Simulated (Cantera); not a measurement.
Charge: 1 mol FeS₂, 0.27 mol SO₂, 0.067 mol O₂, 0.085 mol SO₃, equilibrated at 0.133 bar.

Method: chemical equilibrium by Gibbs-energy minimisation in Cantera with the NASA 1993 tables (ideal gas, pure condensed phases). Candidate condensed phases: Fe, FeO, FeS, FeSO₄, FeS₂, Fe₂O₃, Fe₂(SO₄)₃, Fe₃O₄, S; 12 gas species. FeS: taken at fixed stoichiometry. Equilibrium is a limit: real reactors are often held back by kinetics, nucleation or transport.

Q: Which condensed phases are stable at each of these points (T (K)): 1400, 1425, 1450, 1475, 1500, 1525, 1550, 1575?

A: 
```tsv
T (K)	condensed phases	Fe condensed (%)
1400	FeS(s)	100.0
1425	FeS(s)	100.0
1450	FeS(s)	100.0
1475	FeS(l)	100.0
1500	FeS(l)	100.0
1525	FeS(l)	100.0
1550	FeS(l)	100.0
1575	FeS(l)	100.0
```

From 1400 K to 1450 K the condensed part is FeS(s). From 1475 K to 1575 K the condensed part is FeS(l).
